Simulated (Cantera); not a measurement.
## Moist CO burnout

An isothermal, constant-pressure homogeneous reactor starts with CO : O2 : H2O : N2 = 0.006 : 0.085 : 0.00053 : 1 (molar parts), at 1325 K and 0.750 bar.

Cantera simulation using GRI-Mech 3.0 (53 species, 325 reactions); the numbers are that mechanism's predictions, not measurements.

```tsv
t (s)	x CO	x O2	x H2O	x N2O	x O	x CO2	x NO
8.00e-5	0.00550	0.0779	0.000486	<1e-12	7.58e-9	7.66e-9	<1e-12
0.000463	0.00550	0.0779	0.000486	4.26e-12	4.61e-8	4.90e-8	<1e-12
0.00267	0.00550	0.0779	0.000485	3.57e-10	1.26e-6	1.58e-6	<1e-12
0.0155	0.00201	0.0760	0.000454	1.10e-6	0.000440	0.00349	2.33e-7
0.0894	7.35e-5	0.0754	0.000481	1.54e-6	1.84e-5	0.00544	8.33e-7
0.517	1.45e-6	0.0753	0.000486	7.99e-7	7.44e-7	0.00551	9.53e-7
2.99	1.02e-8	0.0753	0.000486	3.09e-8	9.89e-8	0.00551	9.68e-7
17.3	5.83e-9	0.0753	0.000486	1.85e-8	8.78e-8	0.00551	9.70e-7
100	5.83e-9	0.0753	0.000486	1.85e-8	8.78e-8	0.00551	9.81e-7
```
x: mole fraction; the columns are a selection and need not sum to one.

Equilibrium at this temperature and pressure: CO 5.84e-9, O2 0.0752, H2O 0.000486, N2O 1.85e-8, O 8.78e-8, CO2 0.00551, NO 0.000302 (gas phase only).
